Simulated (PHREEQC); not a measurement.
0.26 g of hydrous ferric oxide (600 m²/g; 0.2 weak and 0.005 strong sites per Fe, Dzombak-Morel constants, diffuse double layer) in 1 kg of water with 0.001 mol/kgw of an inert sodium salt and 0.00027 mol CuCl2, at 25 °C; the pH is set by adding NaOH or the inert anion's acid. Oxygen alone is held at its pressure in air (log pO2 = -0.68). No CO2 enters from the air. Precipitation was switched off in this run.

Model: ion-association model, wateq4f.dat, run in PHREEQC.

| pH | Cu sorbed (%) | surface charge σ (C/m²) | surface potential ψ (mV) |
|---|---|---|---|
| 4 | 1.8 | 0.141 | 205 |
| 4.67 | 9.2 | 0.087 | 182 |
| 5.33 | 35.0 | 0.059 | 164 |
| 6 | 70.2 | 0.047 | 154 |
| 6.67 | 89.7 | 0.033 | 138 |
| 7.33 | 93.3 | 0.019 | 110 |
| 8 | 92.5 | 0.009 | 74 |
| 8.67 | 91.8 | 0.004 | (withheld) |
| 9.33 | 91.2 | 0.000 | -1 |
| 10 | 90.6 | (withheld) | -40 |
| 10.67 | (withheld) | -0.011 | -77 |
| 11.33 | 85.7 | -0.031 | -111 |
| 12 | 70.8 | -0.096 | -137 |

Q: Some entries are withheld; supply them.

A: 
- 8.67, surface potential ψ (mV): 36
- 10, surface charge σ (C/m²): -0.004
- 10.67, Cu sorbed (%): 89.4

Along this series the solution becomes supersaturated in solids that the run did not let form, among them Cu(OH)2. Species that the database lacks are ignored. The database's constant for dissolved Cu(OH)2 is higher than later reviews accept.
